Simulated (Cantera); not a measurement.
Charge: 1 mol Si, 4.4 mol F2, 0.63 mol H2, held at 1000 °C and 8.00 Pa.

Cantera equilibrium calculation (NASA polynomials, part measured and part estimated; ideal gas, pure solids and liquids). Candidate condensed phases: Si; 25 gas species. Equilibrium is a limit: real reactors are often held back by kinetics, nucleation or transport.

Base state: F 0.610, HF 0.217, SiF4 0.172, F2 4.34e-5 (mole fractions); condensed: gas only.

**Question.** What changes in the equilibrium state with this change: 0.77 mol Cl2 added?

**Answer.** 
```json
[
 {"species": "F", "before": "0.610", "after": "0.436"},
 {"species": "HF", "before": "0.217", "after": "0.191"},
 {"species": "SiF4", "before": "0.172", "after": "0.151"},
 {"species": "Cl", "before": "0", "after": "0.112"},
 {"species": "ClF", "before": "0", "after": "0.0998"},
 {"species": "Cl2", "before": "0", "after": "0.0106"},
 {"species": "F2", "before": "4.34e-5", "after": "2.21e-5"}
]
```

**Question.** What changes in the equilibrium state with this change: H2 from 0.63 to 50 mol?

**Answer.** 
```
species   before     after
-------  -------  --------
H2         <1e-9     0.891
HF         0.217    0.0901
SiF4       0.172    0.0185
F          0.610     <1e-9
SiF3       <1e-9  0.000196
H          <1e-9   7.53e-5
F2       4.34e-5     <1e-9
```
The tables' values for SiF3 are old estimates; treat these amounts as uncertain.

**Question.** What changes in the equilibrium state with this change: 0.0096 mol H2S added?

**Answer.** 
```tsv
species	before	after
F	0.610	0.603
HF	0.217	0.222
SiF4	0.172	0.173
SF4	0	0.00139
SF6	0	0.000254
SF3	0	1.63e-5
F2	4.34e-5	4.24e-5
```
The tables' values for SF3 are old estimates; treat these amounts as uncertain. Further candidate phases: S.
